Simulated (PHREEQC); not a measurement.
Dissolve 0.0012 mol CuSO4, 0.00049 mol H2SO4 and 0.001 mol H3BO3 per kg of water at 20 °C. Closed to the air; pH follows from the charge balance.

Equilibrium calculation in PHREEQC: ion-association model, wateq4f.dat.

Each row changes one thing in this solution. Precipitation was switched off in this run.

```
case                                             pH  ionic strength (mol/kgw)  SO4-2 (mol/kgw)  HSO4- (mol/kgw)  H2BO3- (mol/kgw)
---------------------------------------------  ----  ------------------------  ---------------  ---------------  ----------------
as made                                        3.08                   0.00546          0.00145          8.38e-5          6.82e-10
3.8e-05 mol/kgw LiOH added                     3.10                   0.00546          0.00145          8.07e-5          7.10e-10
CuSO4 left out                                 3.04                   0.00141         0.000458          3.22e-5          6.01e-10
temperature from 20 to 35 °C                   3.09                   0.00537          0.00141         0.000110          9.22e-10
H2SO4 replaced by Rb2SO4 at the same molality  5.34                   0.00560          0.00152          4.84e-7           1.24e-7
diluted 2-fold with water                      3.36                   0.00287         0.000768          2.49e-5          6.32e-10
H2SO4 left out                                 5.32                   0.00428          0.00107          3.63e-7           1.18e-7
H3BO3 from 0.001 to 0.0011 mol/kgw             3.08                   0.00546          0.00145          8.38e-5          7.50e-10
```

Complexes and solids missing from the database can't appear. Some of these states are supersaturated (in Brochantite, Antlerite, for instance).
